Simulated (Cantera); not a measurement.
Source: NASA polynomial tables (part measured, part estimated), evaluated in Cantera. Values are per mole of reaction as written; species without (g) are pure solids or liquids, kept so even where they would boil at 1 bar.

Q: Between 1573 and 2623 K, where is each reaction favourable under standard conditions?
- 2 OH(g) + Ta → TaO₂(g) + H₂(g)

A: 
- 2 OH(g) + Ta → TaO₂(g) + H₂(g): ΔG° is -274 kJ at 1573 K and -264 kJ at 2623 K; it stays negative (K > 1). ΔH° is -296 kJ and ΔS° -12 J/K at 2623 K.
